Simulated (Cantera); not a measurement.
An isothermal, constant-pressure homogeneous reactor starts with H2 : O2 = 0.0083 : 1 (molar parts), equivalence ratio 0.0042, at 1375 K and 0.0132 atm.

Computed with Cantera and GRI-Mech 3.0 (53 species, 325 reactions). Radical loss at walls, strong at low pressure, is not modelled.

One state of this run: x H2 = 6.88e-6; x O2 = 0.990; x HO2 = 1.73e-7; x O = 0.00177; x H2O = 0.00798; x OH = 0.000524. x: mole fraction; the columns are a selection and need not sum to one.

Problem. Which value of t (s) does it belong to?
A. 5.16e-5
B. 0.970
C. 0.00707
D. 0.000266

Solution. B, 0.970
